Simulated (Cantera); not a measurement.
A diamond (100) surface in a fixed gas of H2 with x(CH4) = 0.0049, x(CH3) = 3.4e-05, at 1125 K, 0.0200 bar; coverages are run to steady state.

Computed with Cantera and the Harris–Goodwin 1993 mechanism for the reconstructed diamond (100) surface.

One state of this run: growth (µm/h) = 0.0878; θ c6HH = 0.504; θ c6H* = 0.0298; θ c6*H = 0.447; θ c6** = 0.0176; θ c6HM = 0.00119. θ: site fractions in the mechanism's names (c6HH fully hydrogenated, c6H* and c6*H radical sites, c6** diradical, c6HM methylated).

Task: Which value of x(H) does it belong to?
(A) 0.0011
(B) 0.0001
(C) 0.029
(D) 0.064

Result: A, 0.0011
